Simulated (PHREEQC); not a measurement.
A solution holds 0.15 mol TMAH and 3e-07 mol H4SiO4 per kg of water, at 34 °C. Closed to the air; pH follows from the charge balance.

The numbers come from PHREEQC with the ion-association model, phreeqc.dat.

Precipitation was switched off in this run.

Estimate the pH.

pH 12.75.

In which forms is Si present?

H2SiO4-2 59 %, H3SiO4- 41 % of the Si.

(CH3)4N+ isn't in the database: it is added as a free cation with an ion size of 4 Å.
